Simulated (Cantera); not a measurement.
Feed: 1 mol SiH4, 2.2 mol NH3, 0.47 mol H2, at 133 Pa.

Method: chemical equilibrium by Gibbs-energy minimisation in Cantera with the NASA 1993 tables (ideal gas, pure condensed phases). Candidate condensed phases: Si, Si3N4; 18 gas species. Gases not in the tables: Si2H6 and higher silanes. The numbers say what is thermodynamically allowed, not how fast it happens.

Q: What share of the Si ends up in condensed phases as a function of T (K), at 1750, 1775, 1800, 1825, 1850, 1875, 1900, 1925, 1950, 1975?

A: 
```tsv
T (K)	Si condensed (%)	as
1750	99.1	Si(l)
1775	98.8	Si(l)
1800	98.2	Si(l)
1825	97.4	Si(l)
1850	96.4	Si(l)
1875	94.9	Si(l)
1900	92.9	Si(l)
1925	90.1	Si(l)
1950	86.4	Si(l)
1975	81.5	Si(l)
```
